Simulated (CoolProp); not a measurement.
Saturation properties of decamethylcyclopentasiloxane (D5) (Tc = 345.1 °C, pc = 1078 kPa, ω = 0.631).

The numbers come from the reference Helmholtz-energy equation of state, Thol 2019 in CoolProp.

```csv
T (°C),p (kPa),liquid density (kg/m³),vapour density (kg/m³),liquid cp (kJ/(kg K)),surface tension (mN/m)
69.05,0.4771,906.6,0.06227,1.762,14.8
94.65,1.930,879.2,0.2351,1.798,13.0
120.35,6.136,851.1,0.7034,1.838,11.2
145.95,16.05,822.5,1.749,1.881,9.52
171.65,36.28,792.5,3.802,1.926,7.90
197.25,72.68,760.9,7.425,1.973,6.37
222.95,133.0,726.8,13.46,2.024,4.92
248.55,225.3,689.2,23.05,2.081,3.59
274.25,360.6,645.5,38.32,2.152,2.37
299.85,549.9,591.4,63.42,2.262,1.30
```

It boils at 210.9 °C under 1 atm.

Surface tension comes from a separate correlation (Mulero 2014), older than this fluid's equation and unchecked against measurements.
